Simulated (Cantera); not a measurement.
What does this Cantera script print?

```python
import numpy as np
import cantera as ct

gas_names = """
    C CN CO COS CO2 CS CS2 C2 CCN CNC C2N2 C2O C3 C3O2 C4 C4N2 C5 N NCO NO NO2 NO3 N2 N2O O O2 O3 S SN
    SO SO2 SO3 S2 S2O S8
""".split()
cond_names = """
    C(gr) S(cr1) S(cr2) S(L)
""".split()


# ... load() reads the species with a 1 bar reference pressure and builds the phases ...
atoms = {
    'CS2': {'C': 1, 'S': 2},
    'O2': {'O': 2},
    'N2': {'N': 2},
}
top_T = {'C(gr)': 4500}  # K; cautious upper limits of use, not melting points


# ... equilibrate(T, P, feed) seeds the gas with the atoms and calls Mixture.equilibrate('TP', solver="vcs", rtol=1e-11, max_steps=5000) ...
results = []
feed = {'CS2': 1, 'O2': 0.019, 'N2': 26}  # mol
T = 723.15  # K
P = 133.322  # Pa
mix = equilibrate(T, P, feed)
results.append((T, P, feed, dict(zip(mix.species_names, mix.species_moles))))
print(gas.report(threshold=0.0001))
for i in range(1, mix.n_phases):
    print(f"{mix.phase(i).name:16s} {mix.phase_moles(i):12.5e} mol")
```

Output:

```
       temperature   723.15 K
          pressure   133.32 Pa
           density   0.00066 kg/m^3
  mean mol. weight   29.765 kg/kmol
   phase of matter   gas

                          1 kg             1 kmol
                     ---------------   ---------------
          enthalpy          5.76e+05        1.7145e+07  J
   internal energy          3.74e+05        1.1132e+07  J
           entropy            9298.9        2.7678e+05  J/K
    Gibbs function       -6.1485e+06       -1.8301e+08  J
 heat capacity c_p            1067.7             31780  J/K
 heat capacity c_v            788.38             23466  J/K

                      mass frac. Y      mole frac. X     chem. pot. / RT
                     ---------------   ---------------   ---------------
                CO        0.00085537        0.00090896           -56.838
               COS        0.00099573        0.00049339           -66.757
               CS2          0.086935          0.033989           -20.964
                N2           0.90527           0.96185           -30.759
                S2         0.0059423         0.0027584           -19.838
     [  +30 minor]        2.5362e-06        1.7153e-06

C(gr)             4.32788e-02 mol
S(L)              0.00000e+00 mol
```

Cantera equilibrium calculation (NASA polynomials, part measured and part estimated; ideal gas, pure solids and liquids). Gases not in the tables: S3 to S7.
